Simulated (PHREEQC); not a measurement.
# Buffer (model solution)

Make-up at 25 °C: 58 mmol/kgw KHCO3, 2.7 mmol/kgw NH3 and 140 mmol/kgw NaCl. Closed to the air; pH follows from the charge balance.

Equilibrium calculation in PHREEQC: ion-association model, wateq4f.dat.

The pH is 8.41. The ionic strength comes out as 0.199 mol/kgw, the activity of water is 0.993 and the total alkalinity comes out as 60.7 meq/kg.

| species | molality | activity | log γ |
|---|---|---|---|
| Cl- | 0.140 | 0.0997 | -0.147 |
| Na+ | 0.137 | 0.102 | -0.128 |
| K+ | 0.0580 | 0.0413 | -0.147 |
| HCO3- | 0.0528 | 0.0394 | -0.127 |
| NH4+ | 0.00243 | 0.00182 | -0.127 |
| NaHCO3 | 0.00215 | 0.00225 | 0.020 |
| CO3-2 | 0.00154 | 0.000479 | -0.508 |
| NaCO3- | 0.00121 | 0.000907 | -0.127 |
| CO2 | 0.000329 | 0.000344 | 0.020 |
| NH3 | 0.000268 | 0.000268 | 0.000 |
| OH- | 3.64e-6 | 2.58e-6 | -0.150 |
| H+ | 4.83e-9 | 3.86e-9 | -0.098 |

This is a speciation only: nothing precipitates in the calculation. Complexes and solids missing from the database can't appear.
